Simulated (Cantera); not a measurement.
A perfectly stirred reactor is fed with CH4 : H2 = 1 : 2.6 (molar parts), at 1.00 bar; it is held at 1500 K, and followed from long to short residence time.

Computed with Cantera and GRI-Mech 3.0 (53 species, 325 reactions). GRI-Mech 3.0 stops at C3 and has no aromatics, soot or wall deposition, so with more carbon than oxygen in the feed, carbon stays in small species such as C2H2 where larger ones or solid carbon would form.

Task: What does this change do: H2 2.6 to 13 parts?

Result: 
```
quantity                  before     after
----------------------  --------  --------
x(CH4) at τ = 18.0 s       0.138    0.0573
x(H2) at τ = 18.0 s        0.806     0.936
x(CH2) at τ = 18.0 s    8.70e-10  3.19e-10
x(H) at τ = 18.0 s       1.57e-5   1.71e-5
x(C2H6) at τ = 18.0 s    7.47e-5   1.15e-5
x(CH4) at τ = 71.0 ms      0.263    0.0703
x(H2) at τ = 71.0 ms       0.731     0.929
x(CH2) at τ = 71.0 ms    1.01e-9  3.24e-10
x(H) at τ = 71.0 ms      1.12e-5   1.55e-5
x(C2H6) at τ = 71.0 ms  0.000102   7.98e-6
```

Task: What does this change do: temperature 1500 to 1198 K?

Result: 
```csv
quantity,before,after
x(CH4) at τ = 18.0 s,0.138,0.277
x(H2) at τ = 18.0 s,0.806,0.723
x(CH2) at τ = 18.0 s,8.70e-10,<1e-12
x(H) at τ = 18.0 s,1.57e-5,1.31e-7
x(C2H6) at τ = 18.0 s,7.47e-5,3.67e-5
x(CH4) at τ = 71.0 ms,0.263,0.278
x(H2) at τ = 71.0 ms,0.731,0.722
x(CH2) at τ = 71.0 ms,1.01e-9,<1e-12
x(H) at τ = 71.0 ms,1.12e-5,9.43e-8
x(C2H6) at τ = 71.0 ms,0.000102,1.81e-6
```
